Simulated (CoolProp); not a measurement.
Vapour-liquid equilibrium of R125 (1) + R236EA (2) at 0.246 MPa; x and y are mole fractions of (1).

Values from CoolProp's multi-fluid Helmholtz-energy mixture model, Lemmon 2005 and Rui 2013; pair parameters Bell 2016.

| x | bubble temperature, mixture model (°C) | bubble temperature, Raoult's law (°C) | y, mixture model | y, Raoult's law |
|---|---|---|---|---|
| 0.05 | 23.1 | 22.8 | 0.239 | 0.264 |
| 0.15 | 11.6 | 11.2 | 0.543 | 0.573 |
| 0.25 | 2.7 | 2.4 | 0.710 | 0.735 |
| 0.35 | -4.1 | -4.4 | 0.809 | 0.829 |
| 0.45 | -9.6 | -9.8 | 0.871 | 0.888 |
| 0.55 | -14.2 | -14.4 | 0.913 | 0.926 |
| 0.65 | -18.0 | -18.2 | 0.942 | 0.953 |
| 0.75 | -21.3 | -21.5 | 0.964 | 0.971 |
| 0.85 | -24.2 | -24.4 | 0.981 | 0.985 |
| 0.95 | -26.9 | -27.0 | 0.994 | 0.996 |

The largest gap from Raoult's law is +0.4 K in bubble temperature, at x = 0.15. No azeotrope shows between x = 0.05 and 0.95.

Pair parameters are fitted to limited data, so mixtures are less certain than the pure fluids.
